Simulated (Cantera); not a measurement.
An isothermal, constant-pressure homogeneous reactor starts with 0.547 % H2, 99.5 % O2, equivalence ratio 0.0027, at 1423 K and 22.5 Torr.

Cantera simulation using the H2/O2 subset of GRI-Mech 3.0, which has no nitrogen chemistry; the numbers are that mechanism's predictions, not measurements. Radical loss at walls, strong at low pressure, is not modelled.

x: mole fraction; the columns are a selection and need not sum to one.

| t (s) | x H2 | x O2 | x H2O2 | x H2O | x OH | x O | x H |
|---|---|---|---|---|---|---|---|
| 0.000300 | 0.00547 | 0.995 | 7.41e-11 | 1.24e-7 | 2.03e-7 | 2.27e-7 | 1.46e-8 |
| 0.000609 | 0.00547 | 0.995 | 2.49e-10 | (withheld) | (withheld) | (withheld) | (withheld) |
| 0.00123 | 0.00545 | 0.995 | 7.40e-10 | 1.69e-5 | 1.42e-5 | 1.65e-5 | 8.20e-7 |
| 0.00250 | 0.00300 | 0.992 | 1.90e-8 | 0.00186 | 0.00115 | 0.00176 | 8.41e-5 |
| 0.00508 | 1.85e-5 | 0.989 | 1.08e-8 | 0.00501 | 0.000800 | 0.00481 | 8.53e-5 |
| 0.0103 | 1.15e-5 | 0.989 | 9.94e-9 | 0.00504 | 0.000755 | 0.00470 | 7.84e-5 |
| 0.0209 | 1.09e-5 | 0.990 | 9.72e-9 | 0.00506 | 0.000734 | 0.00443 | 7.19e-5 |
| 0.0424 | 9.73e-6 | 0.990 | 9.29e-9 | 0.00508 | 0.000696 | 0.00396 | 6.07e-5 |
| 0.0861 | 7.92e-6 | 0.991 | 8.51e-9 | 0.00513 | 0.000628 | 0.00319 | 4.42e-5 |
| 0.175 | (withheld) | 0.992 | (withheld) | 0.00520 | (withheld) | (withheld) | (withheld) |
| 0.354 | 3.08e-6 | 0.993 | 5.29e-9 | 0.00528 | 0.000392 | 0.00121 | 1.05e-5 |
| 0.719 | 1.36e-6 | 0.994 | 3.23e-9 | 0.00535 | 0.000261 | 0.000529 | 3.04e-6 |
| 1.46 | 4.99e-7 | 0.994 | 1.61e-9 | 0.00540 | 0.000158 | 0.000192 | 6.68e-7 |
| 2.96 | 1.68e-7 | 0.994 | 6.89e-10 | 0.00544 | 9.18e-5 | 6.42e-5 | 1.30e-7 |
| 6.00 | 5.85e-8 | 0.994 | 2.87e-10 | 0.00546 | 5.43e-5 | 2.24e-5 | 2.67e-8 |

What belongs in the gaps?


- 0.000609, x H2O: 9.18e-7
- 0.000609, x OH: 9.55e-7
- 0.000609, x O: 1.10e-6
- 0.000609, x H: 5.78e-8
- 0.175, x H2: 5.51e-6
- 0.175, x H2O2: 7.18e-9
- 0.175, x OH: 0.000524
- 0.175, x O: 0.00220
- 0.175, x H: 2.54e-5
